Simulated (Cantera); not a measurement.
An adiabatic, constant-volume homogeneous reactor starts with C3H8 : O2 : N2 = 1 : 7.58 : 28.5 (molar parts), at 1150 K and 42000 Pa. Integrator tolerance rtol = 1e-08.

Detailed kinetics in Cantera: GRI-Mech 3.0 (53 species, 325 reactions). GRI-Mech 3.0 was tuned for natural gas; its chemistry of propane as a main component is partial and can be far from experiment.

```csv
quantity,before,after
time of steepest temperature rise,24.3 ms,40.7 ms
temperature at 3.00 s,2580 K,2069 K
equilibrium temperature,2580 K,2068 K
x(C3H8) at 3.00 s,<1e-12 (gas-phase equilibrium <1e-12),<1e-12 (gas-phase equilibrium <1e-12)
x(O2) at 3.00 s,0.0629 (gas-phase equilibrium 0.0629),0.0319 (gas-phase equilibrium 0.0317)
x(C2H2) at 3.00 s,<1e-12 (gas-phase equilibrium <1e-12),<1e-12 (gas-phase equilibrium <1e-12)
x(CO2) at 3.00 s,0.0633 (gas-phase equilibrium 0.0633),0.0386 (gas-phase equilibrium 0.0386)
x(H2O) at 3.00 s,0.0925 (gas-phase equilibrium 0.0925),0.0513 (gas-phase equilibrium 0.0513)
x(H2O2) at 3.00 s,1.92e-7 (gas-phase equilibrium 1.92e-7),1.86e-8 (gas-phase equilibrium 1.85e-8)
```

### Question
Which change was made?
A) pressure from 42000 Pa to 2000000 Pa
B) N2 28.5 to 67 parts
C) initial temperature 1150 to 1675 K
D) constant pressure in place of constant volume

### Answer
B, N2 28.5 to 67 parts
